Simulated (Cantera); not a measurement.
Input: 1 mol N2O, 0.07 mol H2, 0.76 mol N2, at 0.0350 bar.

Method: chemical equilibrium by Gibbs-energy minimisation in Cantera with the NASA 1993 tables (ideal gas, pure condensed phases). Candidate condensed phases: H2O; 24 gas species. Equilibrium is a limit: real reactors are often held back by kinetics, nucleation or transport.

x: gas mole fraction; nothing condenses.

| T (K) | x N2 | x O2 | x H2O | x NO | x O | x OH | x H |
|---|---|---|---|---|---|---|---|
| 1323 | 0.767 | 0.202 | 0.0305 | 0.000444 | 6.40e-7 | 1.73e-5 | 1.84e-9 |
| 1423 | 0.766 | 0.202 | 0.0305 | 0.000796 | 3.24e-6 | 4.88e-5 | 1.71e-8 |
| 1523 | 0.766 | 0.202 | 0.0304 | 0.00132 | 1.32e-5 | 0.000120 | 1.19e-7 |
| 1623 | 0.766 | 0.201 | 0.0304 | … | … | … | … |
| 1723 | 0.765 | 0.201 | 0.0302 | 0.00305 | 0.000136 | 0.000533 | 2.95e-6 |
| 1823 | 0.764 | 0.200 | 0.0300 | 0.00431 | 0.000361 | 0.000989 | 1.13e-5 |
| 1923 | 0.763 | 0.199 | 0.0295 | 0.00588 | 0.000862 | 0.00171 | 3.76e-5 |
| 2023 | 0.762 | 0.197 | 0.0289 | 0.00776 | 0.00189 | 0.00280 | 0.000111 |
| 2123 | 0.759 | 0.194 | 0.0279 | … | … | … | … |
| 2223 | 0.756 | 0.190 | 0.0264 | 0.0124 | 0.00729 | 0.00633 | 0.000706 |

Question: Some entries are withheld; supply them.

Answer: 
- 2123, x NO: 0.00994
- 2123, x O: 0.00384
- 2123, x OH: 0.00432
- 2123, x H: 0.000293
- 1623, x NO: 0.00206
- 1623, x O: 4.56e-5
- 1623, x OH: 0.000265
- 1623, x H: 6.54e-7
